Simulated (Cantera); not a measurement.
A closed system holds: 1 mol Si₃N₄, 0.68 mol H₂O, 770 mol N₂, 0.46 mol CO₂, at 158 Torr.

Equilibrium computed with Cantera from the NASA thermochemical tables; the gas is ideal and each condensed phase is pure. Candidate condensed phases: C, C₆H₆, C₇H₈, C₈H₁₈, H₂O, Si, SiC, SiO₂, Si₂N₂O, Si₃N₄; 151 gas species. Mutual solubility and eutectic melting of coexisting phases are not modelled. The numbers say what is thermodynamically allowed, not how fast it happens.

Task: Which condensed phases are stable at each of these points (T (°C)): 1625, 1650, 1675, 1700, 1725, 1750, 1775, 1800, 1825, 1850, 1875, 1900, 1925?

Result: 
| T (°C) | condensed phases | Si condensed (%) |
|---|---|---|
| 1625 | Si₃N₄(s) | 61.1 |
| 1650 | Si₃N₄(s) | 60.5 |
| 1675 | Si₃N₄(s) | 59.5 |
| 1700 | Si₃N₄(s) | 57.8 |
| 1725 | Si₃N₄(s) | 54.9 |
| 1750 | Si(l) + SiC(s) | 50.4 |
| 1775 | Si(l) | 47.2 |
| 1800 | Si(l) | 43.1 |
| 1825 | Si(l) | 37.8 |
| 1850 | Si(l) | 31.3 |
| 1875 | Si(l) | 23.0 |
| 1900 | Si(l) | 12.8 |
| 1925 | Si(l) | 0.1 |

From 1625 °C to 1725 °C the condensed part is Si₃N₄(s). At 1750 °C the condensed part is Si(l) + SiC(s). From 1775 °C to 1925 °C the condensed part is Si(l).
